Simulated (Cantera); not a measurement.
Feed: 1 mol CS₂, 4.5 mol O₂, 0.78 mol H₂, at 1800 K and 1.20 mbar.

These are equilibrium values from Cantera (NASA tables, ideal gas, pure condensed phases), not measurements of a reactor. Candidate condensed phases: C, C₆H₆, C₇H₈, C₈H₁₈, H₂O, H₂SO₄, S; 123 gas species. Rates play no part.

Base state: SO₂ 0.407, O₂ 0.226, CO₂ 0.201, H₂O 0.156, OH 0.00471, CO 0.00251, O 0.00167, H₂ 0.000510 (mole fractions); condensed: gas only.

Question: What changes in the equilibrium state with this change: pressure from 1.20 mbar to 67.0 Pa?

Answer: 
```
species    before     after
-------  --------  --------
SO₂         0.407     0.406
O₂          0.226     0.226
CO₂         0.201     0.200
CO        0.00251   0.00335
H₂O         0.156     0.155
H        0.000233  0.000361
SO₃       7.04e-5   5.25e-5
O         0.00167   0.00223
SO       0.000490  0.000654
```
